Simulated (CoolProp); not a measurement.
Vapour-liquid equilibrium of methanol (1) + water (2) at 64.35 °C; x and y are mole fractions of (1).

The numbers come from the multi-fluid Helmholtz-energy mixture model, de Reuck 1993 and Wagner 2002; pair parameters Bell 2016 in CoolProp.

```
x     bubble pressure (kPa)  y at the bubble point  dew pressure at overall composition x (kPa)  liquid density (mol/L)
----  ---------------------  ---------------------  -------------------------------------------  ----------------------
0.05                  31.03                  0.245                                        25.45                   51.72
0.2                   47.29                  0.571                                        29.57                   44.67
0.35                  59.87                  0.711                                        34.99                   38.95
0.5                   70.27                  0.796                                        42.56                   34.24
0.65                  79.59                  0.862                                        53.80                   30.31
0.8                   88.57                  0.921                                        70.76                   27.01
0.95                  97.68                  0.980                                        93.07                   24.20
```

No azeotrope shows between x = 0.05 and 0.95.

Pair parameters are fitted to limited data, so mixtures are less certain than the pure fluids.
